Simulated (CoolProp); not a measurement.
The fluoroketone C6F12O (FK-5-1-12) at several states: density (kg/m³) from the reference equation and from simpler models built on Tc = 168.7 °C, pc = 1.869 MPa, ω = 0.471; each cubic takes its own stable root.

The numbers come from the reference Helmholtz-energy equation of state, McLinden 2015 in CoolProp.

```
T (°C)  p (MPa)   phase  reference  van der Waals  Redlich-Kwong  Soave-Redlich-Kwong  Peng-Robinson
------  -------  ------  ---------  -------------  -------------  -------------------  -------------
86.15    0.0749     gas          ?          8.084          8.126                8.158              ?
-27.85    0.027  liquid       1753          4.255              ?                    ?           1788
-45.45    0.459  liquid       1801           1049              ?                    ?           1824
```

Some entries are withheld; supply them.


- 86.15, reference: 8.174
- 86.15, Peng-Robinson: 8.173
- -27.85, Redlich-Kwong: 1509
- -27.85, Soave-Redlich-Kwong: 1589
- -45.45, Redlich-Kwong: 1553
- -45.45, Soave-Redlich-Kwong: 1624

At some of these states van der Waals gives the other phase, because its saturation line lies elsewhere.
